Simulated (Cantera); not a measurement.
Input (Python, Cantera) and output of one run.

```python
import numpy as np
import cantera as ct

gas_names = [...]  # 118 gases of nasa_gas.yaml made of C, Cl, F, H
cond_names = """
    C(gr) C6H6(L) C7H8(L) C8H18(L),n-octa
""".split()


# ... load() reads the species with a 1 bar reference pressure and builds the phases ...
atoms = {
    'CH3Cl': {'C': 1, 'H': 3, 'CL': 1},
    'HCl': {'H': 1, 'CL': 1},
    'F2': {'F': 2},
}
top_T = {'C(gr)': 4500}  # K; cautious upper limits of use, not melting points


# ... equilibrate(T, P, feed) seeds the gas with the atoms and calls Mixture.equilibrate('TP', solver="vcs", rtol=1e-11, max_steps=5000) ...
results = []
feed = {'CH3Cl': 1, 'HCl': 0.3, 'F2': 0.75}  # mol
T = 2798  # K
P = 2.2  # Pa
mix = equilibrate(T, P, feed)
results.append((T, P, feed, dict(zip(mix.species_names, mix.species_moles))))
print(gas.report(threshold=1e-06))
for i in range(1, mix.n_phases):
    print(f"{mix.phase(i).name:16s} {mix.phase_moles(i):12.5e} mol")
```

Result:

```
       temperature   2798 K
          pressure   2.2 Pa
           density   1.339e-06 kg/m^3
  mean mol. weight   14.16 kg/kmol
   phase of matter   gas

                          1 kg             1 kmol
                     ---------------   ---------------
          enthalpy        1.8042e+07        2.5547e+08  J
   internal energy        1.6399e+07         2.322e+08  J
           entropy             20864        2.9542e+05  J/K
    Gibbs function       -4.0334e+07       -5.7111e+08  J
 heat capacity c_p            1615.8             22879  J/K
 heat capacity c_v            1028.6             14564  J/K

                      mass frac. Y      mole frac. X     chem. pot. / RT
                     ---------------   ---------------   ---------------
                 C          0.061732          0.072775           -4.9225
               CCL        4.1495e-06         1.238e-06           -35.495
                CF         0.0068439         0.0031251           -36.616
               CF2         9.883e-06        2.7983e-06           -68.309
                CH        5.2986e-06        5.7628e-06           -24.224
                C2          0.014303         0.0084308           -9.8451
               C2H        0.00020706        0.00011713           -29.146
    C2H2,acetylene        2.6002e-06         1.414e-06           -48.448
                C3          0.054592          0.021453           -14.768
                C4        3.2984e-05        9.7212e-06            -19.69
                C5        5.3294e-05        1.2566e-05           -24.613
                CL           0.51138           0.20426           -30.572
                 F           0.22941           0.17098           -31.693
                 H          0.032433            0.4556           -19.301
               HCL         0.0011568        0.00044929           -49.874
                HF          0.087731          0.062091           -50.995
                H2        9.8492e-05        0.00069177           -38.603
     [ +101 minor]        4.5915e-07        1.2573e-07

C(gr)             0.00000e+00 mol
```

Method: chemical equilibrium by Gibbs-energy minimisation in Cantera with the NASA 1993 tables (ideal gas, pure condensed phases).
